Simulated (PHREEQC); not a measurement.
Consider water at 55 °C with 3.7 mmol/kgw NaHSO4, 3.3 mmol/kgw Na2B4O7 and 0.37 mmol/kgw LiCl. Closed to the air; pH follows from the charge balance.

Model: ion-association model, phreeqc.dat, run in PHREEQC.

### Question
The ionic strength comes out as 0.0141 mol/kgw. What activity coefficients do OH-, Na+, Li+, Cl-, SO4-2 get?

### Answer
OH- 0.88, Na+ 0.88, Li+ 0.89, Cl- 0.88, SO4-2 0.61.

No solid was allowed to form. Away from 25 °C the constants follow the database's enthalpies or fits; those with neither stay at their 25 °C values.
